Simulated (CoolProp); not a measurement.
Vapour-liquid equilibrium of n-pentane (1) + benzene (2) at 288.4 K; x and y are mole fractions of (1).

Values from CoolProp's multi-fluid Helmholtz-energy mixture model, Thol 2019 and Thol 2012; pair parameters Bell 2016.

Q: Give the bubble pressure and the first vapour's composition at x = 0.5, 0.65, 0.95. Is there an azeotrope?

A: x = 0.5: 0.3210 bar, y = 0.848; x = 0.65: 0.3644 bar, y = 0.895; x = 0.95: 0.4532 bar, y = 0.984. No azeotrope shows between x = 0.05 and 0.95.

The pair parameters rest on a limited set of measurements; away from them the model extrapolates.
